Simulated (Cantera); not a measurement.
A perfectly stirred reactor is fed with 18.1 % CH3OH, 15.9 % O2, 60.0 % N2, 5.97 % H2O, at 1.01 bar; it is adiabatic with a 398 K inlet, and is followed from long to short residence time, starting on the burning branch (τ in s: 0.23, 0.059, 0.015, 0.004, 0.001, 0.00027, 7.1e-05, 1.9e-05, 4.9e-06).

Computed with Cantera and GRI-Mech 3.0 (53 species, 325 reactions). GRI-Mech 3.0 was tuned for natural gas; its chemistry of methanol as a main component is partial and can be far from experiment.

x: mole fraction; the columns are a selection and need not sum to one.

```
τ (s)    T (K)   x CH3OH      x O2   x H2O   x HCN    x H2   x CO2   x H2O2
-------  -----  --------  --------  ------  ------  ------  ------  -------
0.23      1830   1.65e-6   4.06e-5   0.254       ?  0.0954  0.0605  5.11e-9
0.059     1822   3.71e-6   9.42e-5   0.253       ?  0.0952  0.0606  1.36e-8
0.015     1809   9.13e-6  0.000234   0.252       ?  0.0948  0.0606  3.10e-8
0.0040    1793   2.48e-5  0.000614   0.251       ?  0.0941  0.0602  5.90e-8
0.0010    1767   8.69e-5   0.00198   0.251       ?  0.0928  0.0574  1.16e-7
0.00027   1684  0.000461   0.00895   0.250       ?  0.0906  0.0441  5.64e-7
7.1e-5     398     0.181     0.159  0.0597  <1e-12  <1e-12  <1e-12   <1e-12
1.9e-5     398     0.181     0.159  0.0597  <1e-12  <1e-12  <1e-12   <1e-12
4.9e-6     398     0.181     0.159  0.0597  <1e-12  <1e-12  <1e-12   <1e-12
```

**Question.** Complete the blanks.

**Answer.** 
- 0.23, x HCN: 2.20e-7
- 0.059, x HCN: 8.26e-7
- 0.015, x HCN: 3.01e-6
- 0.0040, x HCN: 8.06e-6
- 0.0010, x HCN: 1.35e-5
- 0.00027, x HCN: 6.61e-6
